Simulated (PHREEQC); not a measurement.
**Acid mine or pickling water**

A made-up water analysis in mg/kgw, 14 °C, pH 2.93, pe 12.4:

```tsv
constituent	mg/kgw
Na	664
K	428
Ca	520
Mg	164
Cl	673
S(6) as SO4	3060
Al	6.32
```

Cl is adjusted to close the charge balance.
Valence states are taken as typed.

All values are PHREEQC results (ion-association model, wateq4f.dat), not measurements.

Each row changes one thing in this solution. This is a speciation only: nothing precipitates in the calculation.

```csv
case,ionic strength (mol/kgw),Na+ (mol/kgw),SO4-2 (mol/kgw),K+ (mol/kgw),Ca+2 (mol/kgw),CaSO4 (mol/kgw),SI of Gypsum (CaSO4:2H2O),SI of Epsomite (MgSO4:7H2O)
as made,0.0993,0.0278,0.0218,0.0105,0.00820,0.00474,+0.02,-2.62
Na from 664 to 332 mg/kgw,0.0838,0.0139,0.0218,0.0104,0.00788,0.00505,___,-2.60
temperature from 14 to 55 °C at the same typed pH,___,0.0278,0.0187,___,0.00778,0.00512,___,-3.15
all concentrations times 4 at the same typed pH,0.350,0.107,0.0740,0.0399,0.0280,___,+0.74,-1.90
```

Task: Complete the blanks.

Result: 
- Na from 664 to 332 mg/kgw, SI of Gypsum (CaSO4:2H2O): +0.04
- temperature from 14 to 55 °C at the same typed pH, ionic strength (mol/kgw): 0.0908
- temperature from 14 to 55 °C at the same typed pH, K+ (mol/kgw): 0.0102
- temperature from 14 to 55 °C at the same typed pH, SI of Gypsum (CaSO4:2H2O): -0.06
- all concentrations times 4 at the same typed pH, CaSO4 (mol/kgw): 0.0237

Some of these states are supersaturated (in Gypsum, for instance). Constants without temperature data keep their 25 °C values here.
